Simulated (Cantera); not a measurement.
An isothermal, constant-pressure homogeneous reactor starts with CH4 : H2O = 1 : 2.9 (molar parts), at 1575 K and 15000 Torr. Integrator tolerance rtol = 1e-08.

Computed with Cantera and GRI-Mech 3.0 (53 species, 325 reactions). The pressure lies above the range GRI-Mech 3.0 was tuned for (to about 10 atm).

Problem. What does this change do: temperature 1575 to 1450 K?

Solution. 
```
quantity                                              before                                    after
-----------------  -----------------------------------------  ---------------------------------------
x(CH4) at 70.0 s     6.46e-5 (gas-phase equilibrium 5.41e-5)  0.0566 (gas-phase equilibrium 0.000239)
x(H2O) at 70.0 s         0.295 (gas-phase equilibrium 0.295)      0.380 (gas-phase equilibrium 0.291)
x(H2) at 70.0 s          0.535 (gas-phase equilibrium 0.535)      0.431 (gas-phase equilibrium 0.539)
x(H2O2) at 70.0 s      <1e-12 (gas-phase equilibrium <1e-12)    <1e-12 (gas-phase equilibrium <1e-12)
x(O) at 70.0 s     1.47e-12 (gas-phase equilibrium 1.47e-12)    <1e-12 (gas-phase equilibrium <1e-12)
```
